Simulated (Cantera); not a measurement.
A freely propagating, adiabatic, planar premixed flame of 11.9 % CH4, 17.0 % O2, 64.0 % N2, 7.03 % CO2, unburnt at 475 K and 0.450 bar; unity-Lewis-number transport, grid criteria slope 0.08 and curve 0.16, no radiation.

Cantera simulation using GRI-Mech 3.0 (53 species, 325 reactions); the numbers are that mechanism's predictions, not measurements. Unity Lewis numbers drop preferential diffusion, which matters most where H2 and H carry the flame. Burning velocities carry a grid error of a few per cent, more on coarse grids.

x: mole fraction of selected species; z is measured from the peak of heat release.

```json
[
 {"z (mm)": "-6.16", "T (K)": "476", "u (m/s)": "0.218", "x CH4": "0.119", "x O2": "0.170", "x CO2": "0.0703", "x CH2CO": "1.73e-7", "x H2": "3.91e-5", "x CO": "6.93e-5"},
 {"z (mm)": "-4.11", "T (K)": "486", "u (m/s)": "0.223", "x CH4": "0.118", "x O2": "0.169", "x CO2": "0.0704", "x CH2CO": "1.59e-6", "x H2": "0.000360", "x CO": "0.000637"},
 {"z (mm)": "-3.08", "T (K)": "519", "u (m/s)": "0.238", "x CH4": "0.116", "x O2": "0.166", "x CO2": "0.0708", "x CH2CO": "6.19e-6", "x H2": "0.00140", "x CO": "0.00248"},
 {"z (mm)": "-2.05", "T (K)": "___", "u (m/s)": "0.311", "x CH4": "0.103", "x O2": "0.149", "x CO2": "0.0724", "x CH2CO": "2.85e-5", "x H2": "0.00645", "x CO": "0.0114"},
 {"z (mm)": "-1.03", "T (K)": "___", "u (m/s)": "0.531", "x CH4": "0.0616", "x O2": "0.0957", "x CO2": "0.0776", "x CH2CO": "9.97e-5", "x H2": "0.0223", "x CO": "0.0396"},
 {"z (mm)": "-0.514", "T (K)": "___", "u (m/s)": "0.709", "x CH4": "0.0287", "x O2": "0.0524", "x CO2": "0.0817", "x CH2CO": "0.000147", "x H2": "0.0352", "x CO": "0.0626"},
 {"z (mm)": "0", "T (K)": "1782", "u (m/s)": "0.876", "x CH4": "0.00351", "x O2": "0.0132", "x CO2": "0.0858", "x CH2CO": "5.45e-5", "x H2": "0.0432", "x CO": "0.0836"},
 {"z (mm)": "0.514", "T (K)": "1870", "u (m/s)": "0.922", "x CH4": "6.37e-5", "x O2": "0.00182", "x CO2": "0.0890", "x CH2CO": "2.10e-6", "x H2": "0.0402", "x CO": "0.0870"},
 {"z (mm)": "1.03", "T (K)": "1885", "u (m/s)": "0.928", "x CH4": "1.25e-6", "x O2": "0.000667", "x CO2": "0.0904", "x CH2CO": "1.24e-7", "x H2": "0.0400", "x CO": "0.0861"},
 {"z (mm)": "2.05", "T (K)": "1901", "u (m/s)": "0.935", "x CH4": "<1e-8", "x O2": "0.000375", "x CO2": "0.0908", "x CH2CO": "<1e-8", "x H2": "0.0401", "x CO": "0.0859"},
 {"z (mm)": "4.11", "T (K)": "1917", "u (m/s)": "0.942", "x CH4": "<1e-8", "x O2": "0.000186", "x CO2": "0.0907", "x CH2CO": "<1e-8", "x H2": "0.0401", "x CO": "0.0862"},
 {"z (mm)": "8.22", "T (K)": "1930", "u (m/s)": "0.947", "x CH4": "<1e-8", "x O2": "7.18e-5", "x CO2": "0.0906", "x CH2CO": "<1e-8", "x H2": "0.0401", "x CO": "0.0865"},
 {"z (mm)": "16.4", "T (K)": "1939", "u (m/s)": "0.951", "x CH4": "<1e-8", "x O2": "2.16e-5", "x CO2": "0.0905", "x CH2CO": "<1e-8", "x H2": "0.0401", "x CO": "0.0868"}
]
```

**Question.** Fill in the missing entries.

**Answer.** 
- -2.05, T (K): 672
- -1.03, T (K): 1121
- -0.514, T (K): 1470
